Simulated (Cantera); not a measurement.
Feed: 1 mol Fe₃O₄, 5.3 mol CH₄, 0.42 mol N₂, held at 2100 K and 4.65 Torr.

Cantera equilibrium calculation (NASA polynomials, part measured and part estimated; ideal gas, pure solids and liquids). Candidate condensed phases: C, C₆H₆, C₇H₈, C₈H₁₈, Fe, Fe(CO)₅, FeO, Fe(OH)₂, Fe(OH)₃, Fe₂O₃, Fe₃O₄, H₂O; 140 gas species. The numbers say what is thermodynamically allowed, not how fast it happens.

Base state: H₂ 0.563, CO 0.219, Fe 0.164, H 0.0297, N₂ 0.0217, HCN 0.00237, C₂H₂ (acetylene) 0.000813, HNC 0.000160 (mole fractions); condensed: C(graphite).

### Question
What changes in the equilibrium state with this change: Fe₃O₄ replaced by Cu₂O?

### Answer
```tsv
species	before	after
H₂	0.563	0.724
Cu	0	0.140
CO	0.219	0.0701
Fe	0.164	0
N₂	0.0217	0.0278
H	0.0297	0.0337
Cu₂	0	6.67e-5
C₂H₂ (acetylene)	0.000813	0.00105
HCN	0.00237	0.00304
HNC	0.000160	0.000206
C(graphite), mol	1.22	4.22
```
Further candidate phases: Cu, CuO, Cu(OH)₂, Cu₂O.

### Question
What changes in the equilibrium state with this change: Fe₃O₄ replaced by Fe₂O₃?

### Answer
```
species             before     after
----------------  --------  --------
H₂                   0.563     0.633
CO                   0.219     0.184
Fe                   0.164     0.123
N₂                  0.0217    0.0244
H                   0.0297    0.0315
C₂H₂ (acetylene)  0.000813  0.000915
HCN                0.00237   0.00266
HNC               0.000160  0.000180
C(graphite), mol      1.22      2.22
```
